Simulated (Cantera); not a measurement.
What does this Cantera script print?

```python
import numpy as np
import cantera as ct

gas_names = """
    AL ALI ALI3 ALN AL2 AL2I6 I I2 N N2
""".split()
cond_names = """
    AL(cr) AL(L) ALI3(s) ALI3(L) ALN(s) I2(cr) I2(L)
""".split()


# ... load() reads the species with a 1 bar reference pressure and builds the phases ...
atoms = {
    'Al': {'AL': 1},
    'I2': {'I': 2},
    'N2': {'N': 2},
}
top_T = {'ALN(s)': 2750}  # K; cautious upper limits of use, not melting points


# ... equilibrate(T, P, feed) seeds the gas with the atoms and calls Mixture.equilibrate('TP', solver="vcs", rtol=1e-11, max_steps=5000) ...
results = []
feed = {'Al': 1, 'I2': 0.7, 'N2': 4.3}  # mol
T = 948.15  # K
P = 1.5  # Pa
mix = equilibrate(T, P, feed)
results.append((T, P, feed, dict(zip(mix.species_names, mix.species_moles))))
x = sorted(zip(gas.X, gas.species_names), reverse=True)
print(f"T = {T:g} K  P = {P:g} Pa  gas = {mix.phase_moles(0):.4g} mol")
print("   x: " + "  ".join(f"{s} {v:.3e}" for v, s in x if v > 1e-06))
print("   condensed (mol): " + ("  ".join(f"{mix.phase(i).name} {mix.phase_moles(i):.4g}"
      for i in range(1, mix.n_phases) if mix.phase_moles(i) > 1e-12) or "none"))
```

Result:

```
T = 948.15 K  P = 1.5 Pa  gas = 5.189 mol
   x: N2 7.326e-01  I 2.657e-01  I2 9.448e-04  ALI3 7.384e-04
   condensed (mol): ALN(s) 0.9962
```

These are equilibrium values from Cantera (NASA tables, ideal gas, pure condensed phases), not measurements of a reactor.
